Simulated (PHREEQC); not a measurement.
# Polishing slurry liquid (model solution)

Consider water at 25 °C with 0.023 mol/kgw HNO3, 0.00064 mol/kgw Fe(NO3)3 and 0.21 mol/kgw H3BO3. Closed to the air; pH follows from the charge balance.

The numbers come from PHREEQC with the ion-association model, phreeqc.dat.

```json
{
  "pH": "1.69",
  "ionic_strength": "0.0266 mol/kgw",
  "total_alkalinity": "-24.3 meq/kg"
}
```

| species | molality | activity | log γ |
|---|---|---|---|
| H3BO3 | 0.210 | 0.211 | 0.003 |
| NO3- | 0.0249 | 0.0211 | -0.072 |
| H+ | 0.0231 | 0.0203 | -0.056 |
| Fe+3 | 0.000540 | 0.000169 | -0.505 |
| FeOH+2 | 9.77e-5 | 5.34e-5 | -0.263 |
| Fe(OH)2+ | 1.00e-6 | 8.67e-7 | -0.065 |
| Fe2(OH)2+4 | 9.21e-7 | 7.66e-8 | -1.080 |
| H2BO3- | 7.00e-9 | 5.99e-9 | -0.067 |

This is a speciation only: nothing precipitates in the calculation. Saturation is exceeded, for instance for Hematite (slow to form), Goethite (slow to form); the values hold only as long as no solid forms.
